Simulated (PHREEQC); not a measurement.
**Phosphoric acid bath (model solution)**

Make-up at 40 °C: 0.29 mol/kgw KH2PO4 and 0.00027 mol/kgw NaOH. Closed to the air; pH follows from the charge balance.

The numbers come from PHREEQC with the ion-association model, phreeqc.dat.

No solid was allowed to form.

Q: Predict the pH, activity of water.

A: pH 4.41; activity of water 0.990.

Away from 25 °C the constants follow the database's enthalpies or fits; those with neither stay at their 25 °C values.
